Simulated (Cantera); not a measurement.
Charge: 1 mol CH3SiCl3, 0.93 mol C2H2, 20 mol H2, equilibrated at 725 °C and 6.08 Torr.

Equilibrium computed with Cantera from the NASA thermochemical tables; the gas is ideal and each condensed phase is pure. Candidate condensed phases: C, C6H6, C7H8, C8H18, Si, SiC; 109 gas species. The feed counts by its element totals alone. The tables' values for SiCl3 are old estimates; treat these amounts as uncertain. Rates play no part.

Base state: H2 0.883, HCl 0.112, SiCl4 0.00318, CH4 0.000617, SiHCl3 0.000173, SiCl3 3.47e-5 (mole fractions); condensed: C(graphite) + SiC(s).

Problem. What changes in the equilibrium state with this change: CH3SiCl3 replaced by CH3SiH3?

Solution. 
| species | before | after |
|---|---|---|
| H2 | 0.883 | 0.999 |
| CH4 | 0.000617 | 0.000789 |
| HCl | 0.112 | 0 |
| SiCl4 | 0.00318 | 0 |
| SiHCl3 | 0.000173 | 0 |
| SiCl3 | 3.47e-5 | 0 |
| C(graphite), mol | 1.93 | 1.84 |
| SiC(s), mol | 0.919 | 1.00 |

Problem. What changes in the equilibrium state with this change: H2 from 20 to 39 mol?

Solution. 
| species | before | after |
|---|---|---|
| H2 | 0.883 | 0.931 |
| HCl | 0.112 | 0.0683 |
| CH4 | 0.000617 | 0.000684 |
| SiCl4 | 0.00318 | 0.000389 |
| SiCl3 | 3.47e-5 | 7.17e-6 |
| SiHCl3 | 0.000173 | 3.67e-5 |
| C(graphite), mol | 1.93 | 1.85 |
| SiC(s), mol | 0.919 | 0.981 |
